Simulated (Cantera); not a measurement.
Input: 1 mol SiH2Cl2, 17 mol N2, 0.47 mol NH3, held at 53.0 Pa.

These are equilibrium values from Cantera (NASA tables, ideal gas, pure condensed phases), not measurements of a reactor. Candidate condensed phases: NH4Cl, Si, Si3N4; 28 gas species. Kinetics and transport are ignored.

Task: What share of the Si ends up in condensed phases as a function of T (°C), at 1100, 1175, 1250, 1325, 1400, 1475, 1550, 1625, 1700?

Result: 
```
T (°C)  Si condensed (%)        as
------  ----------------  --------
1100                75.1  Si3N4(s)
1175                58.7  Si3N4(s)
1250                43.3  Si3N4(s)
1325                30.6  Si3N4(s)
1400                25.1     Si(s)
1475                21.5     Si(l)
1550                10.2     Si(l)
1625                 0.0         -
1700                 0.0         -
```
